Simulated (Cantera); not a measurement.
A perfectly stirred reactor is fed with C₃H₈ : H₂ = 1 : 5.8 (molar parts), at 113 Torr; it is held at 1575 K, and followed from long to short residence time.

Computed with Cantera and GRI-Mech 3.0 (53 species, 325 reactions). GRI-Mech 3.0 was tuned for natural gas; its chemistry of propane as a main component is partial and can be far from experiment. GRI-Mech 3.0 stops at C3 and has no aromatics, soot or wall deposition, so with more carbon than oxygen in the feed, carbon stays in small species such as C2H2 where larger ones or solid carbon would form.

x: mole fraction; the columns are a selection and need not sum to one.

```tsv
τ (s)	x C₃H₈	x H₂	x C₂H₄	x C₂H₆	x H	x C₂H₂
4.8	3.90e-6	0.822	0.00252	6.64e-6	0.000117	0.138
2.1	8.52e-6	0.816	0.00263	1.14e-5	0.000130	0.135
0.91	1.84e-5	0.811	0.00290	1.99e-5	0.000152	0.132
0.40	(withheld)	0.805	(withheld)	(withheld)	(withheld)	0.128
0.17	8.05e-5	0.798	0.00451	5.82e-5	0.000222	0.124
0.075	0.000162	0.792	0.00635	9.55e-5	0.000272	0.119
0.032	(withheld)	0.786	(withheld)	(withheld)	(withheld)	0.113
0.014	0.000659	0.779	0.0153	0.000247	0.000412	0.104
0.0061	0.00131	0.773	0.0243	0.000383	0.000502	0.0934
0.0026	0.00267	0.767	0.0378	0.000597	0.000608	0.0781
0.0011	0.00546	0.762	0.0551	0.000943	0.000724	0.0590
```

Problem. Complete the blanks.

Solution. 
- 0.40, x C₃H₈: 3.82e-5
- 0.40, x C₂H₄: 0.00344
- 0.40, x C₂H₆: 3.39e-5
- 0.40, x H: 0.000181
- 0.032, x C₃H₈: 0.000331
- 0.032, x C₂H₄: 0.00973
- 0.032, x C₂H₆: 0.000156
- 0.032, x H: 0.000336
